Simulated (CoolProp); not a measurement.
Vapour-liquid equilibrium of n-octane (1) + p-xylene (2) at 361.9 K; x and y are mole fractions of (1).

Values from CoolProp's multi-fluid Helmholtz-energy mixture model, Beckmüller 2019 and Zhou 2012; pair parameters Bell 2016.

**Question.** Give the bubble pressure and the first vapour's composition at x = 0.05, 0.425, 0.5. Is there an azeotrope?

**Answer.** x = 0.05: 0.2268 bar, y = 0.091; x = 0.425: 0.2788 bar, y = 0.525; x = 0.5: 0.2860 bar, y = 0.590. No azeotrope shows between x = 0.05 and 0.95.

Pair parameters are fitted to limited data, so mixtures are less certain than the pure fluids.
